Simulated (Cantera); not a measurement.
## Premixed flame

A freely propagating, adiabatic, planar premixed flame of CH4 : C2H6 : O2 : N2 = 1 : 0.61 : 2.95 : 11.1 (molar parts), equivalence ratio 1.4, unburnt at 375 K and 6.60 bar; mixture-averaged transport, grid criteria slope 0.08 and curve 0.16, no radiation.

Model: GRI-Mech 3.0 (53 species, 325 reactions), integrated in Cantera. Burning velocities carry a grid error of a few per cent, more on coarse grids.

```tsv
z (mm)	T (K)	u (m/s)	x CH4	x C2H6	x O2	x O	x H2O2	x NO
-0.518	375	0.158	0.0637	0.0389	0.188	<1e-8	7.05e-8	<1e-8
-0.345	380	0.160	0.0632	0.0387	0.187	<1e-8	1.23e-6	<1e-8
-0.259	400	0.170	0.0622	0.0383	0.184	<1e-8	7.50e-6	<1e-8
-0.173	523	0.225	0.0575	0.0364	0.173	<1e-8	4.98e-5	1.03e-8
-0.0863	1001	0.444	0.0410	0.0238	0.124	3.16e-8	0.000210	3.59e-7
-0.0431	1400	0.633	0.0265	0.00904	0.0769	5.71e-6	7.77e-5	1.56e-6
0	1762	0.808	0.0123	0.000760	0.0330	3.26e-5	3.41e-6	3.08e-6
0.0431	1948	0.895	0.00513	5.52e-5	0.0114	2.56e-5	9.89e-7	5.12e-6
0.0863	2017	0.927	0.00290	1.20e-5	0.00411	1.10e-5	3.06e-7	6.91e-6
0.173	2055	0.943	0.00181	2.14e-6	0.000826	2.00e-6	4.39e-8	8.64e-6
0.345	2065	0.948	0.00129	4.71e-7	8.47e-5	3.51e-7	<1e-8	9.89e-6
0.690	2064	0.948	0.000877	1.70e-7	3.81e-6	2.05e-7	<1e-8	1.16e-5
1.38	2061	0.948	0.000489	5.03e-8	2.64e-7	1.92e-7	<1e-8	1.51e-5
```
x: mole fraction of selected species; z is measured from the peak of heat release.

| Property | Result |
|---|---|
| laminar burning velocity | 15.7 cm/s |
| thermal thickness | 0.173 mm |
| peak x(O) | 3.42e-5 |
| peak x(H2O2) | 0.000218 |
| grid points | 132 |
